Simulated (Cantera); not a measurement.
## Pb + O2 + H2 (iron carbonyl, mercury and lead vapours)

Feed: 1 mol Pb, 0.17 mol O2, 7.5 mol H2, held at 1000 Pa.

Cantera equilibrium calculation (NASA polynomials, part measured and part estimated; ideal gas, pure solids and liquids). Candidate condensed phases: H2O, Pb, PbO, PbO2, Pb3O4; 12 gas species. Rates play no part.

From 450 K to 600 K the condensed part is Pb(s). From 675 K to 1125 K the condensed part is Pb(l).

```json
[
 {"T (K)": "450", "log p H2": "-2.02", "log p H2O": "-3.34", "log p Pb": "<-14", "log p H": "<-14", "log p Pb2": "<-14", "log p PbO": "<-14", "n Pb(s)": "1.00", "n Pb(l)": "0"},
 {"T (K)": "525", "log p H2": "-2.02", "log p H2O": "-3.34", "log p Pb": "-13.69", "log p H": "<-14", "log p Pb2": "<-14", "log p PbO": "<-14", "n Pb(s)": "1.00", "n Pb(l)": "0"},
 {"T (K)": "600", "log p H2": "-2.02", "log p H2O": "-3.34", "log p Pb": "-11.29", "log p H": "<-14", "log p Pb2": "<-14", "log p PbO": "<-14", "n Pb(s)": "1.00", "n Pb(l)": "0"},
 {"T (K)": "675", "log p H2": "-2.02", "log p H2O": "-3.34", "log p Pb": "-9.47", "log p H": "<-14", "log p Pb2": "<-14", "log p PbO": "<-14", "n Pb(s)": "0", "n Pb(l)": "1.00"},
 {"T (K)": "750", "log p H2": "-2.02", "log p H2O": "-3.34", "log p Pb": "-8.02", "log p H": "-13.51", "log p Pb2": "<-14", "log p PbO": "<-14", "n Pb(s)": "0", "n Pb(l)": "1.000"},
 {"T (K)": "825", "log p H2": "-2.02", "log p H2O": "-3.34", "log p Pb": "-6.84", "log p H": "-12.11", "log p Pb2": "-13.73", "log p PbO": "<-14", "n Pb(s)": "0", "n Pb(l)": "1.000"},
 {"T (K)": "900", "log p H2": "-2.02", "log p H2O": "-3.34", "log p Pb": "-5.86", "log p H": "-10.94", "log p Pb2": "-12.09", "log p PbO": "-13.45", "n Pb(s)": "0", "n Pb(l)": "0.999"},
 {"T (K)": "975", "log p H2": "-2.02", "log p H2O": "-3.34", "log p Pb": "-5.04", "log p H": "-9.95", "log p Pb2": "-10.71", "log p PbO": "-12.08", "n Pb(s)": "0", "n Pb(l)": "0.993"},
 {"T (K)": "1050", "log p H2": "-2.02", "log p H2O": "-3.35", "log p Pb": "-4.33", "log p H": "-9.10", "log p Pb2": "-9.53", "log p PbO": "-10.91", "n Pb(s)": "0", "n Pb(l)": "0.965"},
 {"T (K)": "1125", "log p H2": "-2.03", "log p H2O": "-3.35", "log p Pb": "-3.72", "log p H": "-8.37", "log p Pb2": "-8.51", "log p PbO": "-9.89", "n Pb(s)": "0", "n Pb(l)": "0.855"}
]
```
log p: log10 of the partial pressure in bar; n: condensed amount in mol.
